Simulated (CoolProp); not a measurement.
Computed with CoolProp (reference Helmholtz-energy equation of state, Platzer 1990). This equation is an older, rougher fit.

Q: For R13, give the phase and the cv (kJ/(kg K)), conductivity (mW/(m K)) at 176.85 °C and 7.22 bar.

A: 
- 176.85 °C and 7.22 bar: gas; cv 0.705, conductivity 23.2

Thermal conductivity comes from a separate model (Huber 2003), an estimate that may be off by 10 % or more.
